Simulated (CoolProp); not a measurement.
Vapour-liquid equilibrium of toluene (1) + o-xylene (2) at 109 kPa; x and y are mole fractions of (1).

Model: multi-fluid Helmholtz-energy mixture model, Lemmon 2006 and Zhou 2012; pair parameters Bell 2016, in CoolProp.

| x | bubble temperature (K) | y at the bubble point | dew temperature at overall composition x (K) | liquid density (mol/L) |
|---|---|---|---|---|
| 0.05 | 417.9 | 0.105 | (withheld) | 7.282 |
| 0.125 | 414.4 | 0.246 | 417.4 | 7.372 |
| 0.2 | 411.1 | (withheld) | 415.6 | 7.462 |
| 0.275 | 408.0 | 0.474 | 413.7 | 7.551 |
| 0.35 | 405.1 | (withheld) | 411.6 | 7.641 |
| 0.425 | 402.3 | 0.643 | 409.5 | 7.730 |
| 0.5 | 399.7 | 0.711 | 407.2 | 7.819 |
| 0.575 | 397.3 | 0.770 | 404.7 | 7.909 |
| 0.65 | 395.1 | 0.822 | 402.1 | 7.998 |
| 0.725 | 393.0 | 0.868 | 399.2 | 8.088 |
| 0.8 | 391.1 | 0.909 | 396.1 | 8.179 |
| 0.875 | 389.2 | 0.945 | 392.7 | 8.271 |
| 0.95 | 387.5 | 0.979 | 389.0 | 8.364 |

Problem. Complete the blanks.

Solution. 
- 0.05, dew temperature at overall composition x (K): 419.2
- 0.2, y at the bubble point: 0.368
- 0.35, y at the bubble point: 0.565

No azeotrope shows between x = 0.05 and 0.95.

Pair parameters are fitted to limited data, so mixtures are less certain than the pure fluids.
